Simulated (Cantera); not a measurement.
Input: 1 mol BF3, 6.2 mol H2O, 74 mol N2, at 875 K and 0.100 bar.

These are equilibrium values from Cantera (NASA tables, ideal gas, pure condensed phases), not measurements of a reactor. Candidate condensed phases: B, BN, B2O3, B3O3H3, H2O; 62 gas species. Gases not in the tables: H3BO3. Rates play no part.

Base state: N2 0.909, H2O 0.0659, HF 0.0195, BF3 0.00533, B3O3F3 0.000449, (HBO2)3 0.000301 (mole fractions); condensed: B2O3(l).

What changes in the equilibrium state with this change: temperature from 875 K to 2025 K?


```tsv
species	before	after
N2	0.909	0.899
H2O	0.0659	0.0551
HF	0.0195	0.0296
BOF	1.53e-6	0.00680
OH	<1e-9	0.000736
NO	<1e-9	0.000510
B3O3F3	0.000449	<1e-9
B2O3(l), mol	0.191	0
```

What changes in the equilibrium state with this change: temperature from 875 K to 1650 K?


```csv
species,before,after
N2,0.909,0.900
H2O,0.0659,0.0579
HF,0.0195,0.0294
BOF,1.53e-6,0.00704
NO,<1e-9,5.02e-5
OH,<1e-9,4.87e-5
H2,5.45e-9,0.000238
(HBO2)3,0.000301,8.05e-9
O2,2.27e-9,8.14e-5
"B2O3(l), mol",0.191,0
```
